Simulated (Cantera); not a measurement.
A Cantera script and what it prints.

```python
import numpy as np
import cantera as ct

gas_names = """
    C CH CH2 CH3 CH2OH CH3O CH4 CH3OH CO CO2 COOH C2 C2H CHCO,ketyl C2H2,acetylene C2H2,vinylidene
    CH2CO,ketene C2H3,vinyl CH3CO,acetyl C2H4 C2H4O,ethylen CH3CHO,ethanal CH3COOH (HCOOH)2 C2H5 C2H6
    CH3OCH3 C2H5OH C2O C3 C3H3,propargyl C3H4,allene C3H4,propyne C3H4,cyclo- C3H5,allyl C3H6,propylene
    C3H6,cyclo- C3H6O C3H7,n-propyl C3H7,i-propyl C3H8 C3H8O,1propanol C3H8O,2propanol C3O2 C4 C4H2
    C4H4,1,3-cyclo- C4H6,butadiene C4H6,2-butyne C4H6,cyclo- C4H8,1-butene C4H8,cis2-buten
    C4H8,tr2-butene C4H8,isobutene C4H8,cyclo- (CH3COOH)2 C4H9,n-butyl C4H9,i-butyl C4H9,s-butyl
    C4H9,t-butyl C4H10,isobutane C4H10,n-butane C5 C5H6,1,3cyclo- C5H8,cyclo- C5H10,1-pentene
    C5H10,cyclo- C5H11,pentyl C5H11,t-pentyl C5H12,n-pentane C5H12,i-pentane CH3C(CH3)2CH3 C6H2
    C6H5,phenyl C6H5O,phenoxy C6H6 C6H5OH,phenol C6H10,cyclo- C6H12,1-hexene C6H12,cyclo- C6H13,n-hexyl
    C7H7,benzyl C7H8 C7H8O,cresol C7H14,1-heptene C7H15,n-heptyl C7H16,n-heptane C8H8,styrene
    C8H10,ethylbenz C8H16,1-octene C8H17,n-octyl C8H18,isooctane C8H18,n-octane C9H19,n-nonyl
    C10H8,naphthale C10H21,n-decyl C12H9,o-bipheny C12H10,bipheny H HCO HO2 H2 HCHO,formaldehy HCOOH H2O
    H2O2 O OH O2 O3 Si SiC SiC2 SiC4H12 SiH SiH2 SiH3 SiH4 SiO SiO2 Si2 Si2C Si3
""".split()
cond_names = """
    C(gr) C6H6(L) C7H8(L) C8H18(L),n-octa H2O(s) H2O(L) Si(cr) Si(L) SiC(b) SiO2(Lqz) SiO2(hqz) SiO2(L)
""".split()


def load(file, names, dense=False):
    # The tables refer to 1 bar. Condensed volumes are neglected.
    table = {s.name: s for s in ct.Species.list_from_file(file)}
    out = []
    for n in names:
        d = dict(table[n].input_data)
        d["thermo"] = dict(d["thermo"], **{"reference-pressure": 1e5})
        if dense:
            d["equation-of-state"] = {"model": "constant-volume", "density": "1e6 g/cm^3"}
        out.append(ct.Species.from_dict(d))
    return out


gas = ct.Solution(thermo="ideal-gas", species=load("nasa_gas.yaml", gas_names))
cond = {s.name: ct.Solution(thermo="fixed-stoichiometry", species=[s], name=s.name)
        for s in load("nasa_condensed.yaml", cond_names, dense=True)}
atoms = {
    'HMDSO': {'Si': 2, 'C': 6, 'H': 18, 'O': 1},
    'O2': {'O': 2},
    'H2': {'H': 2},
}
top_T = {'C(gr)': 4500, 'SiC(b)': 3050}  # K; cautious upper limits of use, not melting points


def equilibrate(T, P, feed):
    n = {}
    for name, mol in feed.items():
        for a, k in atoms[name].items():
            n[a] = n.get(a, 0.0) + k * mol
    gas.TPX = T, P, n
    mass = sum(n.values()) * gas.mean_molecular_weight
    gas.equilibrate("TP")
    valid = [c for c in cond.values() if c.min_temp <= T <= top_T.get(c.name, c.max_temp)]
    mix = ct.Mixture([(gas, mass / gas.mean_molecular_weight)] + [(c, 0.0) for c in valid])
    mix.T, mix.P = T, P
    mix.equilibrate("TP", solver="vcs", rtol=1e-11, max_steps=5000)
    return mix


results = []
feed = {'HMDSO': 1, 'O2': 8.9, 'H2': 0.32}  # mol
P = 100000  # Pa
for T in [823, 923, 1023, 1123, 1223, 1323, 1423, 1523, 1623, 1723, 1823, 1923, 2023, 2123]:
    mix = equilibrate(T, P, feed)
    results.append((T, P, feed, dict(zip(mix.species_names, mix.species_moles))))

top = {s: max(r[3][s] / sum(r[3][g] for g in gas_names) for r in results) for s in gas_names}
cols = sorted((s for s in top if top[s] > 0.001), key=lambda s: -top[s])[:7]
seen = [c for c in cond_names if any(r[3].get(c, 0) > 1e-12 for r in results)]
print("log10 of partial pressures in bar; condensed amounts in mol")
print(f"{'T/K':>10s}" + "".join(f"{s[:9]:>10s}" for s in cols + seen))
for T, P, feed, n in results:
    ng = sum(n[g] for g in gas_names)
    print(f"{T:10.4g}" + "".join(f"{np.log10(max(n[s] / ng * P / 1e5, 1e-99)):10.3f}" for s in cols)
          + "".join(f"{n.get(c, 0):10.4g}" for c in seen))
```

It prints:

```
log10 of partial pressures in bar; condensed amounts in mol
       T/K       H2O       CO2        H2        CO       CH4         H SiO2(Lqz) SiO2(hqz)   SiO2(L)
       823    -0.477    -0.497    -0.608    -1.186    -1.442   -11.439         2         0         0
       923    -0.504    -0.571    -0.534    -0.912    -2.456    -9.879         0         2         0
      1023    -0.476    -0.619    -0.562    -0.821    -3.719    -8.664         0         2         0
      1123    -0.450    -0.658    -0.596    -0.765    -4.815    -7.669         0         2         0
      1223    -0.430    -0.693    -0.626    -0.724    -5.743    -6.835         0         2         0
      1323    -0.414    -0.724    -0.652    -0.693    -6.537    -6.126         0         2         0
      1423    -0.401    -0.751    -0.675    -0.669    -7.222    -5.515         0         2         0
      1523    -0.391    -0.775    -0.695    -0.650    -7.818    -4.984         0         2         0
      1623    -0.382    -0.796    -0.713    -0.635    -8.340    -4.517         0         2         0
      1723    -0.375    -0.815    -0.728    -0.622    -8.800    -4.103         0         0         2
      1823    -0.370    -0.832    -0.742    -0.612    -9.209    -3.734         0         0         2
      1923    -0.365    -0.847    -0.754    -0.603    -9.574    -3.403         0         0         2
      2023    -0.361    -0.860    -0.766    -0.596    -9.901    -3.104         0         0     1.999
      2123    -0.357    -0.872    -0.776    -0.590   -10.197    -2.833         0         0     1.997
```

These are equilibrium values from Cantera (NASA tables, ideal gas, pure condensed phases), not measurements of a reactor. The feed counts by its element totals alone. The tables hold silica as quartz up to 1696 K and as liquid above; real silica turns to tridymite and cristobalite and melts near 1996 K. Gases not in the tables: Si(OH)4.
